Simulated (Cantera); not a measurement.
# Ammonia decomposition in nitride growth gas

An isothermal, constant-pressure homogeneous reactor starts with 5.88 % NH3, 94.1 % H2, at 1850 K and 39.8 Torr.

Cantera simulation using the gas-phase N/H chemistry of the illustrative SiF4/NH3 mechanism in the Surface Chemkin manual (1991); the numbers are that mechanism's predictions, not measurements. Walls and surfaces, which speed up NH3 decomposition in real reactors, are not modelled.

| t (s) | x NH3 | x H2 | x NH | x N2 | x H |
|---|---|---|---|---|---|
| 0.000100 | 0.0588 | 0.941 | 8.51e-12 | <1e-12 | 1.05e-6 |
| 0.000278 | 0.0588 | 0.941 | 6.81e-11 | 1.53e-12 | 2.95e-6 |
| 0.000774 | 0.0588 | 0.941 | 5.34e-10 | 6.23e-11 | 8.23e-6 |
| 0.00215 | 0.0588 | 0.941 | 4.16e-9 | 1.86e-9 | 2.29e-5 |
| 0.00599 | 0.0588 | 0.941 | 3.21e-8 | 4.97e-8 | 6.37e-5 |
| 0.0167 | 0.0588 | 0.941 | 2.44e-7 | 1.45e-6 | 0.000176 |
| 0.0464 | 0.0586 | 0.941 | 1.47e-6 | 4.51e-5 | 0.000433 |
| 0.129 | 0.0576 | 0.941 | 2.58e-6 | 0.000521 | 0.000580 |
| 0.359 | 0.0544 | 0.943 | 2.54e-6 | 0.00202 | 0.000593 |
| 1.00 | 0.0466 | 0.947 | 2.41e-6 | 0.00572 | 0.000627 |
x: mole fraction; the columns are a selection and need not sum to one.

Equilibrium at this temperature and pressure: NH3 2.21e-7, H2 0.970, NH 1.51e-10, N2 0.0277, H 0.00232 (gas phase only).
